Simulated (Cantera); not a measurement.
Feed: 1 mol CO, 1.2 mol H2, equilibrated at 0.698 Torr.

Cantera equilibrium calculation (NASA polynomials, part measured and part estimated; ideal gas, pure solids and liquids). Candidate condensed phases: C, C6H6, C7H8, C8H18, H2O; 110 gas species. Rates play no part. All values below are at 2075 °C.

Base state: CO 0.399, H2 0.358, H 0.242 (mole fractions); condensed: gas only.

Q: What changes in the equilibrium state with this change: CO replaced by C?

A: 
```
species            before    after
----------------  -------  -------
H2                  0.358    0.666
H                   0.242    0.330
C2H2 (acetylene)  2.07e-7  0.00364
CO                  0.399        0
C3                  <1e-9  4.29e-5
C2H               7.12e-9  9.19e-5
C(graphite), mol        0    0.989
```
